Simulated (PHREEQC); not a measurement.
Consider water at 25 °C with 0.27 mol NaNO3 per kg of water. Closed to the air; pH follows from the charge balance.

Equilibrium calculation in PHREEQC: ion-association model, phreeqc.dat.

The ionic strength is 0.270 mol/kgw and the activity of water comes out as 0.991. The specific conductance comes out as 25100 µS/cm and the density comes out as 1.012 g/cm³.

```
species  molality  activity   log γ
-------  --------  --------  ------
NO3-        0.270     0.180  -0.175
Na+         0.270     0.198  -0.134
OH-       1.37e-7   9.33e-8  -0.166
H+        1.37e-7   1.08e-7  -0.104
```

No solid was allowed to form. Complexes and solids missing from the database can't appear.
